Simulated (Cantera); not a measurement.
Input (Python, Cantera) and output of one run.

```python
import numpy as np
import cantera as ct

gas_names = """
    CL CL2 Si SiCL SiCL2 SiCL3 SiCL4 Si2 Si3
""".split()
cond_names = """
    Si(cr) Si(L)
""".split()


# ... load() reads the species with a 1 bar reference pressure and builds the phases ...
atoms = {
    'Si': {'Si': 1},
    'Cl2': {'CL': 2},
}
top_T = {}  # K; cautious upper limits of use, not melting points


# ... equilibrate(T, P, feed) seeds the gas with the atoms and calls Mixture.equilibrate('TP', solver="vcs", rtol=1e-11, max_steps=5000) ...
results = []
feed = {'Si': 1, 'Cl2': 3.5}  # mol
T = 1350  # K
P = 360  # Pa
mix = equilibrate(T, P, feed)
results.append((T, P, feed, dict(zip(mix.species_names, mix.species_moles))))
print(gas.report(threshold=0.0001))
for i in range(1, mix.n_phases):
    print(f"{mix.phase(i).name:16s} {mix.phase_moles(i):12.5e} mol")
```

Output:

```
       temperature   1350 K
          pressure   360 Pa
           density   0.0031734 kg/m^3
  mean mol. weight   98.945 kg/kmol
   phase of matter   gas

                          1 kg             1 kmol
                     ---------------   ---------------
          enthalpy       -1.5306e+06       -1.5144e+08  J
   internal energy        -1.644e+06       -1.6267e+08  J
           entropy            3951.5        3.9098e+05  J/K
    Gibbs function       -6.8651e+06       -6.7927e+08  J
 heat capacity c_p            596.97             59067  J/K
 heat capacity c_v            512.94             50753  J/K

                      mass frac. Y      mole frac. X     chem. pot. / RT
                     ---------------   ---------------   ---------------
                CL           0.07489           0.20902           -18.228
               CL2           0.31012           0.43279           -36.456
             SiCL4           0.61496           0.35816           -114.27
     [   +6 minor]        3.5199e-05        2.5909e-05

Si(cr)            0.00000e+00 mol
```

Cantera equilibrium calculation (NASA polynomials, part measured and part estimated; ideal gas, pure solids and liquids). The tables' values for SiCl3 are old estimates; treat these amounts as uncertain.
